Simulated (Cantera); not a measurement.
A perfectly stirred reactor is fed with CH3OH : O2 : N2 : CO2 = 1 : 3 : 11.3 : 1 (molar parts), equivalence ratio 0.50, at 10.0 bar; it is adiabatic with a 775 K inlet, and is followed from long to short residence time, starting on the burning branch (τ in s: 0.25, 0.087, 0.031, 0.011, 0.004, 0.0014, 0.00051, 0.00018, 6.5e-05, 2.3e-05, 8.3e-06).

Computed with Cantera and GRI-Mech 3.0 (53 species, 325 reactions). GRI-Mech 3.0 was tuned for natural gas; its chemistry of methanol as a main component is partial and can be far from experiment.

Predict: blow-out, bracketed by the residence times tried; x(CH3OH) at τ = 0.250 s; x(O2) at τ = 0.250 s; x(CO2) at τ = 0.250 s; x(CH4) at τ = 0.250 s; x(H2) at τ = 0.250 s; x(CH3OH) at τ = 1.40 ms; x(O2) at τ = 1.40 ms; x(CO2) at τ = 1.40 ms; x(CH4) at τ = 1.40 ms; x(H2) at τ = 1.40 ms.


| Item | Result |
|---|---|
| blow-out, bracketed by the residence times tried | burning at 0.180 ms, out at 65.0 µs |
| x(CH3OH) at τ = 0.250 s | 4.09e-7 |
| x(O2) at τ = 0.250 s | 0.0892 |
| x(CO2) at τ = 0.250 s | 0.119 |
| x(CH4) at τ = 0.250 s | 6.46e-9 |
| x(H2) at τ = 0.250 s | 1.02e-5 |
| x(CH3OH) at τ = 1.40 ms | 3.00e-5 |
| x(O2) at τ = 1.40 ms | 0.0899 |
| x(CO2) at τ = 1.40 ms | 0.117 |
| x(CH4) at τ = 1.40 ms | 8.78e-8 |
| x(H2) at τ = 1.40 ms | 0.000123 |
